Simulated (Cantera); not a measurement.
Feed: 1 mol B₂O₃, 3.3 mol O₂, 1.6 mol N₂, held at 2077 °C and 27.0 mbar.

Method: chemical equilibrium by Gibbs-energy minimisation in Cantera with the NASA 1993 tables (ideal gas, pure condensed phases). Candidate condensed phases: B, BN, B₂O₃; 17 gas species. Equilibrium is a limit: real reactors are often held back by kinetics, nucleation or transport.

Base state: O₂ 0.496, N₂ 0.254, B₂O₃ 0.119, BO₂ 0.0861, O 0.0283, NO 0.0151, BO 0.00166 (mole fractions); condensed: gas only.

### Question
What changes in the equilibrium state with this change: pressure from 27.0 mbar to 88.0 Pa?

### Answer
```
species   before    after
-------  -------  -------
O₂         0.496    0.386
N₂         0.254    0.233
BO₂       0.0861    0.144
O         0.0283    0.138
BO       0.00166   0.0175
B₂O₃       0.119   0.0685
NO        0.0151   0.0128
B₂O₂     7.18e-6  2.59e-5
```

### Question
What changes in the equilibrium state with this change: temperature from 2077 °C to 550 °C?

### Answer
```tsv
species	before	after
O₂	0.496	0.673
N₂	0.254	0.327
NO	0.0151	3.39e-6
B₂O₃	0.119	<1e-9
BO₂	0.0861	<1e-9
O	0.0283	<1e-9
BO	0.00166	<1e-9
B₂O₃(l), mol	0	1.00
```

### Question
What changes in the equilibrium state with this change: temperature from 2077 °C to 500 °C?

### Answer
| species | before | after |
|---|---|---|
| O₂ | 0.496 | 0.673 |
| N₂ | 0.254 | 0.327 |
| NO | 0.0151 | 1.43e-6 |
| B₂O₃ | 0.119 | <1e-9 |
| BO₂ | 0.0861 | <1e-9 |
| O | 0.0283 | <1e-9 |
| BO | 0.00166 | <1e-9 |
| B₂O₃(l), mol | 0 | 1.00 |
